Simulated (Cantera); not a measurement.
A Cantera script and what it prints.

```python
import numpy as np
import cantera as ct

gas_names = """
    CL CL2 H HCL H2 Si SiCL SiCL2 SiCL3 SiCL4 SiH SiHCL3 SiH2 SiH2CL2 SiH3 SiH3CL SiH4 Si2 Si3
""".split()
cond_names = """
    Si(cr) Si(L)
""".split()


# ... load() reads the species with a 1 bar reference pressure and builds the phases ...
atoms = {
    'SiCl4': {'Si': 1, 'CL': 4},
    'HCl': {'H': 1, 'CL': 1},
    'H2': {'H': 2},
}
top_T = {}  # K; cautious upper limits of use, not melting points


# ... equilibrate(T, P, feed) seeds the gas with the atoms and calls Mixture.equilibrate('TP', solver="vcs", rtol=1e-11, max_steps=5000) ...
results = []
feed = {'SiCl4': 1, 'HCl': 2.1, 'H2': 1.3}  # mol
T = 975  # K
P = 120000  # Pa
mix = equilibrate(T, P, feed)
results.append((T, P, feed, dict(zip(mix.species_names, mix.species_moles))))
print(gas.report(threshold=1e-06))
for i in range(1, mix.n_phases):
    print(f"{mix.phase(i).name:16s} {mix.phase_moles(i):12.5e} mol")
```

It prints:

```
       temperature   975 K
          pressure   1.2e+05 Pa
           density   0.83792 kg/m^3
  mean mol. weight   56.606 kg/kmol
   phase of matter   gas

                          1 kg             1 kmol
                     ---------------   ---------------
          enthalpy       -2.8872e+06       -1.6343e+08  J
   internal energy       -3.0304e+06       -1.7154e+08  J
           entropy            4670.5        2.6438e+05  J/K
    Gibbs function       -7.4409e+06        -4.212e+08  J
 heat capacity c_p            847.68             47984  J/K
 heat capacity c_v             700.8             39669  J/K

                      mass frac. Y      mole frac. X     chem. pot. / RT
                     ---------------   ---------------   ---------------
               HCL           0.30792           0.47808           -36.157
                H2          0.010494           0.29465           -18.483
             SiCL3        3.9864e-05        1.6785e-05           -101.74
             SiCL4           0.67964           0.22646           -128.66
            SiHCL3         0.0019092        0.00079791           -110.99
     [  +14 minor]        5.8746e-07        3.3108e-07

Si(cr)            0.00000e+00 mol
```

Method: chemical equilibrium by Gibbs-energy minimisation in Cantera with the NASA 1993 tables (ideal gas, pure condensed phases). The tables' values for SiCl3 are old estimates; treat these amounts as uncertain.
